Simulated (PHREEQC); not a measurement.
Solution (25 °C): 16 mmol/kgw Na2S and 2.1 mmol/kgw NH4Br. Closed to the air; pH follows from the charge balance.

Equilibrium calculation in PHREEQC: ion-association model, wateq4f.dat.

| quantity | before | after |
|---|---|---|
| pH | 11.98 | 12.22 |
| ionic strength (mol/kgw) | 0.0345 | 0.0728 |
| NH4+ (mol/kgw) | 4.59e-6 | 2.77e-6 |

Question: What was changed between the two runs?
A) Na2S left out
B) temperature from 25 to 5 °C
C) Na2S from 0.016 to 0.032 mol/kgw
D) diluted 5-fold with water

Answer: C, Na2S from 0.016 to 0.032 mol/kgw

No solid was allowed to form. With this much S-2 the pH rests on the database's HS-/S-2 constant; if that pK is higher, the solution is more alkaline. The database's pK near 12.9 for HS-/S-2 is now thought far too low, so its S-2 is overstated.
